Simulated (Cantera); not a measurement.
An adiabatic, constant-volume homogeneous reactor starts with CH4 : C2H6 : O2 : N2 : H2O = 1 : 0.084 : 1.27 : 4.79 : 1.5 (molar parts), equivalence ratio 1.8, at 1075 K and 1.00 atm. Integrator tolerance rtol = 1e-08.

Model: GRI-Mech 3.0 (53 species, 325 reactions), integrated in Cantera.

What does this change do: CH4 1 to 0.39 parts?


```
quantity                                                              before                                    after
---------------------------------  -----------------------------------------  ---------------------------------------
time of steepest temperature rise                                    45.6 ms                                  23.5 ms
temperature at 7.00 s                                                 2350 K                                   2482 K
equilibrium temperature                                               2350 K                                   2482 K
x(CH4) at 7.00 s                   2.31e-11 (gas-phase equilibrium 2.63e-11)    <1e-12 (gas-phase equilibrium <1e-12)
x(C2H6) at 7.00 s                      <1e-12 (gas-phase equilibrium <1e-12)    <1e-12 (gas-phase equilibrium <1e-12)
x(O2) at 7.00 s                      1.41e-5 (gas-phase equilibrium 1.41e-5)    0.0250 (gas-phase equilibrium 0.0250)
x(HO2) at 7.00 s                     1.42e-8 (gas-phase equilibrium 1.42e-8)  5.90e-6 (gas-phase equilibrium 5.90e-6)
x(C2H4) at 7.00 s                      <1e-12 (gas-phase equilibrium <1e-12)    <1e-12 (gas-phase equilibrium <1e-12)
x(NO2) at 7.00 s                     1.53e-9 (gas-phase equilibrium 1.53e-9)  3.19e-6 (gas-phase equilibrium 3.19e-6)
x(C2H) at 7.00 s                       <1e-12 (gas-phase equilibrium <1e-12)    <1e-12 (gas-phase equilibrium <1e-12)
```

What does this change do: pressure from 1.00 atm to 4.93 atm?


```json
[
 {"quantity": "time of steepest temperature rise", "before": "45.6 ms", "after": "9.77 ms"},
 {"quantity": "temperature at 7.00 s", "before": "2350 K", "after": "2365 K"},
 {"quantity": "equilibrium temperature", "before": "2350 K", "after": "2365 K"},
 {"quantity": "x(CH4) at 7.00 s", "before": "2.31e-11 (gas-phase equilibrium 2.63e-11)", "after": "5.42e-10 (gas-phase equilibrium 6.09e-10)"},
 {"quantity": "x(C2H6) at 7.00 s", "before": "<1e-12 (gas-phase equilibrium <1e-12)", "after": "<1e-12 (gas-phase equilibrium <1e-12)"},
 {"quantity": "x(O2) at 7.00 s", "before": "1.41e-5 (gas-phase equilibrium 1.41e-5)", "after": "3.33e-6 (gas-phase equilibrium 3.33e-6)"},
 {"quantity": "x(HO2) at 7.00 s", "before": "1.42e-8 (gas-phase equilibrium 1.42e-8)", "after": "7.53e-9 (gas-phase equilibrium 7.53e-9)"},
 {"quantity": "x(C2H4) at 7.00 s", "before": "<1e-12 (gas-phase equilibrium <1e-12)", "after": "<1e-12 (gas-phase equilibrium <1e-12)"},
 {"quantity": "x(NO2) at 7.00 s", "before": "1.53e-9 (gas-phase equilibrium 1.53e-9)", "after": "8.16e-10 (gas-phase equilibrium 8.16e-10)"},
 {"quantity": "x(C2H) at 7.00 s", "before": "<1e-12 (gas-phase equilibrium <1e-12)", "after": "<1e-12 (gas-phase equilibrium <1e-12)"}
]
```
